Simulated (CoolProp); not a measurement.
C2F6 (R116) at 298.15 K and 9.04 MPa is throttled through a valve to 1.6 MPa with no heat exchange. Each further row changes one setting.

The numbers come from the reference Helmholtz-energy equation of state, Lemmon 2006 in CoolProp. It is a short technical equation, of lower accuracy than the large ones.

```json
[
 {"case": "as stated", "temperature change (K)": "-30.3", "final phase": "two-phase, vapour fraction 0.459", "final density (kg/m³)": "(withheld)"},
 {"case": "outlet pressure 0.48 MPa", "temperature change (K)": "(withheld)", "final phase": "(withheld)", "final density (kg/m³)": "52.2"},
 {"case": "outlet pressure 2.08 MPa", "temperature change (K)": "(withheld)", "final phase": "(withheld)", "final density (kg/m³)": "462"}
]
```

Q: What belongs in the gaps?

A: 
- as stated, final density (kg/m³): 280
- outlet pressure 0.48 MPa, temperature change (K): -68.2
- outlet pressure 0.48 MPa, final phase: two-phase, vapour fraction 0.761
- outlet pressure 2.08 MPa, temperature change (K): -20.4
- outlet pressure 2.08 MPa, final phase: two-phase, vapour fraction 0.323
